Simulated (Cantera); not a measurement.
A closed system holds: 1 mol PbS, 3.4 mol H2, equilibrated at 2073 K and 22.0 mbar.

Method: chemical equilibrium by Gibbs-energy minimisation in Cantera with the NASA 1993 tables (ideal gas, pure condensed phases). Candidate condensed phases: Pb, PbS, S; 10 gas species. The numbers say what is thermodynamically allowed, not how fast it happens.

Base state: H2 0.686, Pb 0.145, PbS 0.0650, S2 0.0544, SH 0.0161, H 0.0147, H2S 0.0116, S 0.00794 (mole fractions); condensed: gas only.

Task: What changes in the equilibrium state with this change: temperature from 2073 K to 925 K?

Result: 
```
species       before     after
-----------  -------  --------
H2             0.686     0.991
H2S           0.0116   0.00837
PbS           0.0650  0.000469
Pb             0.145  0.000121
H             0.0147   1.75e-9
S2            0.0544   3.05e-8
SH            0.0161   6.88e-8
S            0.00794     <1e-9
Pb(l), mol         0    0.0281
PbS(s), mol        0     0.970
```

Task: What changes in the equilibrium state with this change: H2 from 3.4 to 1500 mol?

Result: 
```csv
species,before,after
H2,0.686,0.981
H,0.0147,0.0176
Pb,0.145,0.000656
PbS,0.0650,4.27e-6
S2,0.0544,1.14e-5
SH,0.0161,0.000279
H2S,0.0116,0.000239
S,0.00794,0.000115
```

Task: What changes in the equilibrium state with this change: temperature from 2073 K to 1698.15 K?

Result: 
```csv
species,before,after
H2,0.686,0.721
PbS,0.0650,0.138
Pb,0.145,0.0827
H,0.0147,0.000829
SH,0.0161,0.00441
H2S,0.0116,0.0267
S2,0.0544,0.0256
S,0.00794,0.000335
```
